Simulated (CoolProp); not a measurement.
A single-stage vapour-compression cycle with fluoroethane (R161): evaporating at 264.15 K (dew point), condensing at 286.15 K (bubble point), superheat 0 K, subcooling 2 K, compressor efficiency 0.7, no pressure losses. Each further row changes one setting.

Model: reference Helmholtz-energy equation of state, Wu 2012, in CoolProp.

```json
[
 {"case": "as stated", "cooling COP": "7.76", "pressure ratio": "2.05", "discharge temperature (K)": "306.7", "refrigerating effect (kJ/kg)": "348", "volumetric capacity (kJ/m³)": "2660"},
 {"case": "evaporating temperature 269.15 K", "cooling COP": "10.4", "pressure ratio": "1.72", "discharge temperature (K)": "301.6", "refrigerating effect (kJ/kg)": "352", "volumetric capacity (kJ/m³)": "3170"},
 {"case": "condensing temperature 281.15 K", "cooling COP": "10.2", "pressure ratio": "1.76", "discharge temperature (K)": "297.6", "refrigerating effect (kJ/kg)": "359", "volumetric capacity (kJ/m³)": "2740"},
 {"case": "subcooling 7 K", "cooling COP": "8.00", "pressure ratio": "2.05", "discharge temperature (K)": "306.7", "refrigerating effect (kJ/kg)": "359", "volumetric capacity (kJ/m³)": "2740"},
 {"case": "superheat 10 K", "cooling COP": "7.66", "pressure ratio": "2.05", "discharge temperature (K)": "316.9", "refrigerating effect (kJ/kg)": "361", "volumetric capacity (kJ/m³)": "2620"},
 {"case": "compressor efficiency 0.6", "cooling COP": "6.65", "pressure ratio": "2.05", "discharge temperature (K)": "311.9", "refrigerating effect (kJ/kg)": "348", "volumetric capacity (kJ/m³)": "2660"}
]
```
